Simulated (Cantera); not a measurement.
Charge: 1 mol SiCl4, 1.5 mol N2, equilibrated at 1225 K and 0.000150 bar.

These are equilibrium values from Cantera (NASA tables, ideal gas, pure condensed phases), not measurements of a reactor. Candidate condensed phases: Si, Si3N4; 13 gas species. The tables' values for SiCl3 are old estimates; treat these amounts as uncertain. Kinetics and transport are ignored.

Base state: N2 0.599, SiCl4 0.397, Cl 0.00207, SiCl3 0.00196, SiCl2 7.62e-5, Cl2 1.73e-5 (mole fractions); condensed: gas only.

**Question.** What changes in the equilibrium state with this change: 0.0012 mol NH3 added?

**Answer.** 
```json
[
 {"species": "N2", "before": "0.599", "after": "0.598"},
 {"species": "SiCl4", "before": "0.397", "after": "0.396"},
 {"species": "SiCl3", "before": "0.00196", "after": "0.00268"},
 {"species": "HCl", "before": "0", "after": "0.00144"},
 {"species": "Cl2", "before": "1.73e-5", "after": "9.18e-6"},
 {"species": "SiCl2", "before": "7.62e-5", "after": "0.000143"},
 {"species": "Cl", "before": "0.00207", "after": "0.00151"}
]
```
Further candidate phases: NH4Cl.

**Question.** What changes in the equilibrium state with this change: pressure from 0.000150 bar to 0.133 bar?

**Answer.** 
| species | before | after |
|---|---|---|
| N2 | 0.599 | 0.600 |
| SiCl4 | 0.397 | 0.400 |
| SiCl3 | 0.00196 | 8.03e-5 |
| Cl | 0.00207 | 5.72e-5 |
| SiCl2 | 7.62e-5 | 1.28e-7 |
| Cl2 | 1.73e-5 | 1.17e-5 |
